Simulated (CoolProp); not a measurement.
Vapour-liquid equilibrium of carbon dioxide (1) + propane (2) at 244.1 K; x and y are mole fractions of (1).

Computed with CoolProp (multi-fluid Helmholtz-energy mixture model, Span 1996 and Lemmon 2009; pair parameters Kunz 2012).

Task: Give the bubble pressure and the first vapour's composition at x = 0.65, 0.85, 0.95. Is there an azeotrope?

Result: x = 0.65: 1.235 MPa, y = 0.903; x = 0.85: 1.364 MPa, y = 0.939; x = 0.95: 1.437 MPa, y = 0.974. No azeotrope shows between x = 0.05 and 0.95.

Pair parameters are fitted to limited data, so mixtures are less certain than the pure fluids. With so large a gap from Raoult's law the liquid may split in two, which this calculation doesn't test in full.
